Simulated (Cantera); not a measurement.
A closed system holds: 1 mol AlCl3, 28 mol N2, held at 600 °C and 3.83 Torr.

Cantera equilibrium calculation (NASA polynomials, part measured and part estimated; ideal gas, pure solids and liquids). Candidate condensed phases: Al, AlCl3, AlN; 11 gas species. Equilibrium is a limit: real reactors are often held back by kinetics, nucleation or transport.

Base state: N2 0.966, AlCl3 0.0345 (mole fractions); condensed: gas only.

What changes in the equilibrium state with this change: temperature from 600 °C to 1902 °C?


```json
[
 {"species": "N2", "before": "0.966", "after": "0.910"},
 {"species": "Cl", "before": "2.21e-9", "after": "0.0576"},
 {"species": "AlCl", "before": "<1e-9", "after": "0.0263"},
 {"species": "AlCl3", "before": "0.0345", "after": "0.00126"},
 {"species": "AlCl2", "before": "2.23e-9", "after": "0.00486"},
 {"species": "Al", "before": "<1e-9", "after": "3.92e-5"}
]
```
The tables' values for AlCl2 are old estimates; treat these amounts as uncertain.
